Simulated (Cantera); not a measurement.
# Gas-phase reforming

A perfectly stirred reactor is fed with CH4 : CO2 = 0.12 : 1.4 (molar parts), at 1600000 Pa; it is held at 1848 K, and followed from long to short residence time.

Model: GRI-Mech 3.0 (53 species, 325 reactions), integrated in Cantera. The pressure lies above the range GRI-Mech 3.0 was tuned for (to about 10 atm).

```csv
τ (s),x CH4,x CO2,x H2O,x CH3,x C2H6,x HO2,x CH2O
0.73,0.000209,0.605,0.123,4.15e-6,1.99e-8,2.22e-11,1.00e-6
0.27,0.000534,0.607,0.122,1.05e-5,1.28e-7,2.19e-11,2.56e-6
0.10,0.00125,0.611,0.121,2.46e-5,7.02e-7,2.18e-11,6.23e-6
0.038,0.00257,0.621,0.118,5.11e-5,3.03e-6,2.19e-11,1.39e-5
0.014,0.00486,0.645,0.113,9.82e-5,1.12e-5,2.30e-11,2.92e-5
0.0052,0.00857,0.687,0.103,0.000174,3.53e-5,2.54e-11,5.35e-5
0.0020,0.0149,0.740,0.0870,0.000284,9.51e-5,2.66e-11,7.68e-5
0.00073,0.0272,0.801,0.0618,0.000441,0.000229,2.37e-11,8.26e-5
0.00027,0.0442,0.857,0.0323,0.000606,0.000428,1.81e-11,7.47e-5
```
x: mole fraction; the columns are a selection and need not sum to one.
